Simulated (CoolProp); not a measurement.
Isohexane along the isobar 15.5 MPa: fugacity coefficient from the reference equation and from simpler models built on Tc = 497.7 K, pc = 3.043 MPa, ω = 0.280; each cubic takes its own stable root.

The numbers come from the reference Helmholtz-energy equation of state, Lemmon 2006 in CoolProp. It is a short technical equation, of lower accuracy than the large ones.

```csv
T (K),phase,reference
454.9,liquid,0.1451
462.8,liquid,0.1598
470.7,liquid,0.1752
478.6,liquid,0.1912
486.6,liquid,0.2080
494.5,liquid,0.2250
502.4,supercritical,0.2425
510.4,supercritical,0.2606
518.3,supercritical,0.2789
526.2,supercritical,0.2974
534.1,supercritical,0.3161
542.1,supercritical,0.3353
550,supercritical,0.3543
```

**Question.** How far does each simpler model (van der Waals, Redlich-Kwong, Peng-Robinson) lie from the reference over these 13 states: mean and median of the absolute difference, and the worst?

**Answer.** 
- van der Waals: mean 36.4 %, median 32.9 %, worst +72.4 % at 454.9 K and 15.5 MPa
- Redlich-Kwong: mean 10.3 %, median 9.6 %, worst +21.1 % at 454.9 K and 15.5 MPa
- Peng-Robinson: mean 0.4 %, median 0.3 %, worst -1.1 % at 454.9 K and 15.5 MPa
